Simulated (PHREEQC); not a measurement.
A solution holds 14 mmol/kgw NH3, 0.13 mmol/kgw NaAlO2 and 1 mmol/kgw K2CO3, at 25 °C. Closed to the air; pH follows from the charge balance.

All values are PHREEQC results (ion-association model, phreeqc.dat), not measurements.

No solid was allowed to form.

**Question.** Order these C species by the share of C that they hold, largest first: HCO3-, CO3-2, NaCO3-.

**Answer.** CO3-2 (77 %), HCO3- (23 %), NaCO3- (0.14 %)

The pH is 10.78 and the ionic strength 0.00332 mol/kgw. Species that the database lacks are ignored.
